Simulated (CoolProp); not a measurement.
Vapour pressure (MPa) of CH2F2 (R32): the reference equation beside estimates from Tc = 78.1 °C, pc = 5.783 MPa, ω = 0.277. Clausius-Clapeyron is anchored at 23.45 °C with a constant enthalpy of vaporisation of 14.26 kJ/mol.

Model: reference Helmholtz-energy equation of state, Tillner-Roth 1997, in CoolProp.

```json
[
 {"T (°C)": "-1.55", "reference": "0.7735", "Lee-Kesler": "0.7833", "Clausius-Clapeyron": "0.9519", "Redlich-Kwong": "1.111", "Soave-Redlich-Kwong": "0.7850", "Peng-Robinson": "0.7760"},
 {"T (°C)": "3.45", "reference": "0.9068", "Lee-Kesler": "0.9189", "Clausius-Clapeyron": "1.067", "Redlich-Kwong": "1.270", "Soave-Redlich-Kwong": "0.9221", "Peng-Robinson": "0.9107"},
 {"T (°C)": "8.45", "reference": "1.057", "Lee-Kesler": "1.071", "Clausius-Clapeyron": "1.191", "Redlich-Kwong": "1.444", "Soave-Redlich-Kwong": "1.076", "Peng-Robinson": "1.063"},
 {"T (°C)": "13.45", "reference": "1.225", "Lee-Kesler": "1.241", "Clausius-Clapeyron": "1.325", "Redlich-Kwong": "1.634", "Soave-Redlich-Kwong": "1.249", "Peng-Robinson": "1.233"},
 {"T (°C)": "18.45", "reference": "1.412", "Lee-Kesler": "1.431", "Clausius-Clapeyron": "1.468", "Redlich-Kwong": "1.840", "Soave-Redlich-Kwong": "1.442", "Peng-Robinson": "1.423"},
 {"T (°C)": "23.45", "reference": "1.621", "Lee-Kesler": "1.640", "Clausius-Clapeyron": "1.621", "Redlich-Kwong": "2.063", "Soave-Redlich-Kwong": "1.656", "Peng-Robinson": "1.634"},
 {"T (°C)": "28.55", "reference": "1.856", "Lee-Kesler": "1.877", "Clausius-Clapeyron": "1.787", "Redlich-Kwong": "2.309", "Soave-Redlich-Kwong": "1.897", "Peng-Robinson": "1.872"},
 {"T (°C)": "33.55", "reference": "2.111", "Lee-Kesler": "2.133", "Clausius-Clapeyron": "1.960", "Redlich-Kwong": "2.569", "Soave-Redlich-Kwong": "2.158", "Peng-Robinson": "2.131"},
 {"T (°C)": "38.55", "reference": "2.392", "Lee-Kesler": "2.414", "Clausius-Clapeyron": "2.144", "Redlich-Kwong": "2.847", "Soave-Redlich-Kwong": "2.445", "Peng-Robinson": "2.415"},
 {"T (°C)": "43.55", "reference": "2.700", "Lee-Kesler": "2.722", "Clausius-Clapeyron": "2.339", "Redlich-Kwong": "3.145", "Soave-Redlich-Kwong": "2.758", "Peng-Robinson": "2.727"},
 {"T (°C)": "48.55", "reference": "3.038", "Lee-Kesler": "3.059", "Clausius-Clapeyron": "2.544", "Redlich-Kwong": "3.464", "Soave-Redlich-Kwong": "3.100", "Peng-Robinson": "3.068"},
 {"T (°C)": "53.55", "reference": "3.407", "Lee-Kesler": "3.427", "Clausius-Clapeyron": "2.760", "Redlich-Kwong": "3.802", "Soave-Redlich-Kwong": "3.472", "Peng-Robinson": "3.441"},
 {"T (°C)": "58.55", "reference": "3.810", "Lee-Kesler": "3.829", "Clausius-Clapeyron": "2.988", "Redlich-Kwong": "4.162", "Soave-Redlich-Kwong": "3.875", "Peng-Robinson": "3.846"},
 {"T (°C)": "63.65", "reference": "4.259", "Lee-Kesler": "4.276", "Clausius-Clapeyron": "3.231", "Redlich-Kwong": "4.552", "Soave-Redlich-Kwong": "4.320", "Peng-Robinson": "4.295"},
 {"T (°C)": "68.65", "reference": "4.739", "Lee-Kesler": "4.755", "Clausius-Clapeyron": "3.481", "Redlich-Kwong": "4.956", "Soave-Redlich-Kwong": "4.791", "Peng-Robinson": "4.772"}
]
```

Absolute difference from the reference over all 15 rows, mean and median: Lee-Kesler 0.9 and 1.0 %, Clausius-Clapeyron 13.8 and 13.4 %, Redlich-Kwong 22.6 and 21.7 %, Soave-Redlich-Kwong 1.9 and 2.0 %, Peng-Robinson 0.8 and 0.8 %.
